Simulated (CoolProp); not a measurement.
Vapour-liquid equilibrium of toluene (1) + m-xylene (2) at 4.86 bar; x and y are mole fractions of (1).

Values from CoolProp's multi-fluid Helmholtz-energy mixture model, Lemmon 2006 and Zhou 2012; pair parameters Bell 2016.

```csv
x,bubble temperature (K),y at the bubble point,dew temperature at overall composition x (K),liquid density (mol/L)
0.05,480.0,0.082,480.8,6.458
0.125,476.8,0.198,(withheld),6.550
0.2,473.7,0.304,476.7,(withheld)
0.275,470.8,0.400,474.6,6.733
0.35,468.0,0.487,472.3,6.825
0.425,465.4,0.566,(withheld),6.917
0.5,(withheld),0.637,(withheld),7.009
0.575,460.6,0.702,(withheld),7.102
0.65,458.4,0.762,(withheld),(withheld)
0.725,456.4,0.817,459.7,7.292
0.8,454.5,0.869,457.0,7.389
0.875,452.7,0.919,454.3,7.488
0.95,451.0,0.968,451.7,7.590
```

Problem. Some entries are withheld; supply them.

Solution. 
- 0.125, dew temperature at overall composition x (K): 478.8
- 0.2, liquid density (mol/L): 6.641
- 0.425, dew temperature at overall composition x (K): 470.0
- 0.5, bubble temperature (K): 462.9
- 0.5, dew temperature at overall composition x (K): 467.6
- 0.575, dew temperature at overall composition x (K): 465.0
- 0.65, dew temperature at overall composition x (K): 462.4
- 0.65, liquid density (mol/L): 7.196

No azeotrope shows between x = 0.05 and 0.95.

Pair parameters are fitted to limited data, so mixtures are less certain than the pure fluids.
